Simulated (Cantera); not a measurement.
Feed: 1 mol CH3F, 0.12 mol HCl, 0.1 mol H2, equilibrated at 1450 K and 1400 Pa.

These are equilibrium values from Cantera (NASA tables, ideal gas, pure condensed phases), not measurements of a reactor. Candidate condensed phases: C, C6H6, C7H8, C8H18; 118 gas species. Kinetics and transport are ignored.

Base state: H2 0.495, HF 0.450, HCl 0.0540, H 5.63e-5, CH4 1.13e-5 (mole fractions); condensed: C(graphite).

**Question.** What changes in the equilibrium state with this change: CH3F replaced by c-C4F8?

**Answer.** 
| species | before | after |
|---|---|---|
| CF4 | <1e-9 | 0.823 |
| HF | 0.450 | 0.133 |
| Cl | 5.00e-6 | 0.0292 |
| H2 | 0.495 | <1e-9 |
| HCl | 0.0540 | 0.00468 |
| Cl2 | <1e-9 | 0.00701 |
| CClF3 | <1e-9 | 0.00357 |
| CF2 | <1e-9 | 0.000151 |
| H | 5.63e-5 | <1e-9 |
| C(graphite), mol | 1.000 | 2.08 |
The feed counts by its element totals alone. Gases not in the tables: C2F6 and larger saturated fluorocarbons.
